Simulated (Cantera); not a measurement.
A perfectly stirred reactor is fed with CH4 : H2O : H2 = 1 : 1.8 : 1.9 (molar parts), at 45000 Pa; it is held at 1548 K, and followed from long to short residence time.

Cantera simulation using GRI-Mech 3.0 (53 species, 325 reactions); the numbers are that mechanism's predictions, not measurements.

### Question
Predict: x(CH4) at τ = 3.50 s; x(H2O) at τ = 3.50 s; x(H2) at τ = 3.50 s; x(OH) at τ = 3.50 s; x(CH2O) at τ = 3.50 s; x(CH4) at τ = 16.0 ms; x(H2O) at τ = 16.0 ms; x(H2) at τ = 16.0 ms; x(OH) at τ = 16.0 ms; x(CH2O) at τ = 16.0 ms.

### Answer
* **x(CH4) at τ = 3.50 s**: 0.0641
* **x(H2O) at τ = 3.50 s**: 0.292
* **x(H2) at τ = 3.50 s**: 0.570
* **x(OH) at τ = 3.50 s**: 5.39e-7
* **x(CH2O) at τ = 3.50 s**: 2.17e-7
* **x(CH4) at τ = 16.0 ms**: 0.206
* **x(H2O) at τ = 16.0 ms**: 0.381
* **x(H2) at τ = 16.0 ms**: 0.410
* **x(OH) at τ = 16.0 ms**: 6.25e-7
* **x(CH2O) at τ = 16.0 ms**: 8.71e-7
